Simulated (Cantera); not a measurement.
A perfectly stirred reactor is fed with CO : H2 : CH4 : O2 : N2 : H2O = 1 : 0.093 : 1 : 2.93 : 11 : 2.6 (molar parts), equivalence ratio 0.87, at 1.01 bar; it is adiabatic with a 798 K inlet, and is followed from long to short residence time, starting on the burning branch (τ in s: 0.44, 0.14, 0.047, 0.015, 0.0049, 0.0016, 0.00052, 0.00017, 5.5e-05).

Model: GRI-Mech 3.0 (53 species, 325 reactions), integrated in Cantera.

**Question.** What does this change do: inlet temperature 798 to 475 K?

**Answer.** 
```csv
quantity,before,after
"blow-out, bracketed by the residence times tried","burning at 55.0 µs, the shortest tried","burning at 0.170 ms, out at 55.0 µs"
x(CO) at τ = 0.440 s,0.00534,0.00154
x(H2) at τ = 0.440 s,0.00240,0.000759
x(CH4) at τ = 0.440 s,3.91e-7,1.18e-6
x(C2H6) at τ = 0.440 s,<1e-12,1.08e-12
x(HO2) at τ = 0.440 s,1.94e-6,1.01e-6
x(CO) at τ = 4.90 ms,0.0111,0.00835
x(H2) at τ = 4.90 ms,0.00504,0.00402
x(CH4) at τ = 4.90 ms,2.00e-5,3.45e-5
x(C2H6) at τ = 4.90 ms,6.73e-11,5.14e-10
x(HO2) at τ = 4.90 ms,3.31e-6,4.57e-6
```
